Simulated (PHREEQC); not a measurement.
A solution holds 0.049 mol Al2(SO4)3 per kg of water, at 25 °C. Closed to the air; pH follows from the charge balance.

Model: ion-association model, wateq4f.dat, run in PHREEQC.

Each row changes one thing in this solution. Precipitation was switched off in this run.

```
case                                                 pH  ionic strength (mol/kgw)
-------------------------------------------------  ----  ------------------------
as made                                            3.90                     0.158
Al2(SO4)3 from 0.049 to 0.0245 mol/kgw             3.95                    0.0897
Al2(SO4)3 from 0.049 to 0.098 mol/kgw              3.85                     0.279
temperature from 25 to 30 °C                       3.85                     0.156
Al2(SO4)3 replaced by NaAlO2 at the same molality  9.12                    0.0490
diluted 5-fold with water                          4.01                    0.0426
Al2(SO4)3 replaced by H2SO4 at the same molality   1.28                    0.0762
0.014 mol/kgw Ca(OH)2 added                        5.49                     0.195
diluted 100-fold with water                        4.25                   0.00398
```

Some of these states are supersaturated (in Basaluminite, Gibbsite (slow to form), Al(OH)3(a), for instance).
